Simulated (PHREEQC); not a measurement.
Solution (25 °C): 28 mmol/kgw HF, 5.9 mmol/kgw NH4HF2 and 11 mmol/kgw (NH4)2SiF6. Closed to the air; pH follows from the charge balance.

All values are PHREEQC results (ion-association model, phreeqc.dat), not measurements.

Each row changes one thing in this solution. No solid was allowed to form.

```csv
case,pH,ionic strength (mol/kgw),HF (mol/kgw),F- (mol/kgw),HF2- (mol/kgw),NH3 (mol/kgw)
as made,2.54,0.0423,0.0296,0.00833,0.000945,4.41e-9
HF from 0.028 to 0.28 mol/kgw,1.78,0.0585,0.254,0.0129,0.0126,7.46e-10
diluted 2-fold with water,2.67,0.0219,0.0142,0.00511,0.000279,3.13e-9
temperature from 25 to 70 °C,2.80,0.0408,0.0311,0.00682,0.000929,1.25e-7
diluted 100-fold with water,3.41,0.000677,0.000379,0.000675,9.82e-7,4.00e-10
(NH4)2SiF6 left out,2.56,0.00892,0.0300,0.00800,0.000920,1.09e-9
temperature from 25 to 60 °C,2.74,0.0411,0.0308,0.00709,0.000959,6.24e-8
```

Complexes and solids missing from the database can't appear. Away from 25 °C the constants follow the database's enthalpies or fits; those with neither stay at their 25 °C values. SiF6-2 is the database's only silicon fluoride.
